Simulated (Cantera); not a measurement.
Input: 1 mol SiC, 0.12 mol N2O, 730 mol N2, 0.013 mol H2O, equilibrated at 1.33 mbar.

Method: chemical equilibrium by Gibbs-energy minimisation in Cantera with the NASA 1993 tables (ideal gas, pure condensed phases). Candidate condensed phases: C, C6H6, C7H8, C8H18, H2O, Si, SiC, SiO2, Si2N2O, Si3N4; 151 gas species. Equilibrium is a limit: real reactors are often held back by kinetics, nucleation or transport. All values below are at 1548 K.

Base state: N2 1.000, CO 9.31e-5, SiO 8.90e-5, H2 1.60e-5 (mole fractions); condensed: SiC(s).

What changes in the equilibrium state with this change: H2O from 0.013 to 1.3 mol?


```csv
species,before,after
N2,1.000,0.996
H2,1.60e-5,0.00175
CO,9.31e-5,0.000970
SiO,8.90e-5,0.000968
H,3.37e-6,3.53e-5
"SiC(s), mol",0.932,0.287
```
